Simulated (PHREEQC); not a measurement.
Consider water at 25 °C with 6.4 mmol/kgw CdSO4, 0.037 mmol/kgw Fe(NO3)3 and 2.1 mmol/kgw CuSO4. Closed to the air; pH follows from the charge balance.

Equilibrium calculation in PHREEQC: ion-association model, phreeqc.dat.

This is a speciation only: nothing precipitates in the calculation.

Predict the pH.

pH 4.35.

In which forms is Fe present?

Fe(OH)2+ 80 %, FeOH+2 17 %, FeSO4+ 2.6 % of the Fe.

Saturation is exceeded, for instance for Fe(OH)3(a), Hematite (slow to form); the values hold only as long as no solid forms. Species that the database lacks are ignored.
